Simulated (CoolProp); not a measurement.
Aqueous methanol as a coolant, at 23 °C, 1 atm.

The numbers come from the Melinder's fits for secondary coolants in CoolProp.

| mass % | freezing point (°C) | cp (kJ/(kg K)) | density (kg/m³) | Prandtl number | conductivity (W/(m K)) |
|---|---|---|---|---|---|
| 1.5 | -0.8 | 4.179 | 994.9 | 6.83 | 0.594 |
| 6.9 | -4.3 | 4.201 | 985.7 | 8.37 | 0.561 |
| 12.3 | ? | 4.178 | 977.3 | 10.0 | 0.529 |
| 17.8 | -13.0 | 4.133 | ? | 11.7 | 0.499 |
| 23.2 | -18.2 | 4.078 | ? | 13.3 | 0.469 |
| 28.7 | -24.2 | ? | 952.1 | 14.7 | 0.441 |
| 34.1 | -30.7 | ? | 943.2 | 15.9 | 0.414 |
| 39.6 | -38.1 | 3.845 | 933.5 | 16.6 | 0.389 |
| 45 | -46.2 | ? | ? | 17.0 | 0.366 |

Some entries are withheld; supply them.


- 12.3, freezing point (°C): -8.3
- 17.8, density (kg/m³): 969.0
- 23.2, density (kg/m³): 960.8
- 28.7, cp (kJ/(kg K)): 4.014
- 34.1, cp (kJ/(kg K)): 3.938
- 45, cp (kJ/(kg K)): 3.734
- 45, density (kg/m³): 923.5
